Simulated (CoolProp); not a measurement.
Ethanol along the isotherm 278.65 °C: Z from the reference equation and from simpler models built on Tc = 241.6 °C, pc = 6.268 MPa, ω = 0.644; each cubic takes its own stable root.

The numbers come from the reference Helmholtz-energy equation of state, Schroeder 2014 in CoolProp.

| p (MPa) | phase | reference | van der Waals | Soave-Redlich-Kwong |
|---|---|---|---|---|
| 3.92 | gas | 0.8486 | 0.8170 | … |
| 7.83 | supercritical | 0.6106 | 0.4811 | 0.6080 |
| 11.8 | supercritical | 0.3469 | 0.4326 | 0.4627 |
| 15.7 | supercritical | 0.3651 | 0.5179 | 0.4902 |
| 19.6 | supercritical | 0.4153 | 0.6085 | … |
| 23.5 | supercritical | 0.4711 | 0.6994 | 0.6098 |
| 27.4 | supercritical | 0.5281 | … | 0.6740 |
| 31.3 | supercritical | 0.5852 | … | 0.7384 |

Fill in the missing entries.


- 3.92, Soave-Redlich-Kwong: 0.8258
- 19.6, Soave-Redlich-Kwong: 0.5470
- 27.4, van der Waals: 0.7894
- 31.3, van der Waals: 0.8786
